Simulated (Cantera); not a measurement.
What does this Cantera script print?

```python
import numpy as np
import cantera as ct

gas_names = [...]  # 110 gases of nasa_gas.yaml made of C, H, O
cond_names = """
    C(gr) C6H6(L) C7H8(L) C8H18(L),n-octa H2O(s) H2O(L)
""".split()


# ... load() reads the species with a 1 bar reference pressure and builds the phases ...
atoms = {
    'acetone': {'C': 3, 'H': 6, 'O': 1},
    'CO2': {'C': 1, 'O': 2},
    'H2': {'H': 2},
}
top_T = {'C(gr)': 4500}  # K; cautious upper limits of use, not melting points


# ... equilibrate(T, P, feed) seeds the gas with the atoms and calls Mixture.equilibrate('TP', solver="vcs", rtol=1e-11, max_steps=5000) ...
results = []
feed = {'acetone': 1, 'CO2': 0.068, 'H2': 38}  # mol
P = 6600  # Pa
for T in [1323, 1473, 1623, 1773, 1923, 2073, 2223, 2373, 2523, 2673, 2823]:
    mix = equilibrate(T, P, feed)
    results.append((T, P, feed, dict(zip(mix.species_names, mix.species_moles))))

top = {s: max(r[3][s] / sum(r[3][g] for g in gas_names) for r in results) for s in gas_names}
cols = sorted((s for s in top if top[s] > 1e-05), key=lambda s: -top[s])[:8]
seen = [c for c in cond_names if any(r[3].get(c, 0) > 1e-12 for r in results)]
print("log10 of partial pressures in bar; condensed amounts in mol")
print(f"{'T/K':>10s}" + "".join(f"{s[:9]:>10s}" for s in cols + seen))
for T, P, feed, n in results:
    ng = sum(n[g] for g in gas_names)
    print(f"{T:10.4g}" + "".join(f"{np.log10(max(n[s] / ng * P / 1e5, 1e-99)):10.3f}" for s in cols)
          + "".join(f"{n.get(c, 0):10.4g}" for c in seen))
```

It prints:

```
log10 of partial pressures in bar; condensed amounts in mol
       T/K        H2         H        CO C2H2,acet       C2H       CH4        C3      C4H2     C(gr)
      1323    -1.193    -6.396    -2.750    -7.276   -15.746    -4.553   -21.609   -13.786     1.915
      1473    -1.192    -5.494    -2.750    -6.379   -13.480    -4.917   -18.267   -11.985     1.924
      1623    -1.193    -4.757    -2.750    -5.650   -11.635    -5.214   -15.553   -10.519     1.925
      1773    -1.193    -4.142    -2.750    -5.047   -10.104    -5.460   -13.305    -9.305     1.918
      1923    -1.194    -3.623    -2.751    -4.540    -8.815    -5.668   -11.415    -8.284     1.894
      2073    -1.197    -3.179    -2.752    -4.109    -7.714    -5.848    -9.804    -7.414     1.831
      2223    -1.204    -2.796    -2.755    -3.742    -6.766    -6.010    -8.417    -6.669     1.696
      2373    -1.219    -2.464    -2.761    -3.430    -5.943    -6.166    -7.209    -6.027     1.439
      2523    -1.244    -2.178    -2.772    -3.168    -5.225    -6.328    -6.150    -5.476    0.9989
      2673    -1.287    -1.934    -2.790    -2.958    -4.600    -6.511    -5.213    -5.010    0.3055
      2823    -1.352    -1.728    -2.817    -2.936    -4.195    -6.795    -4.590    -4.901         0
```

Method: chemical equilibrium by Gibbs-energy minimisation in Cantera with the NASA 1993 tables (ideal gas, pure condensed phases). The feed counts by its element totals alone.
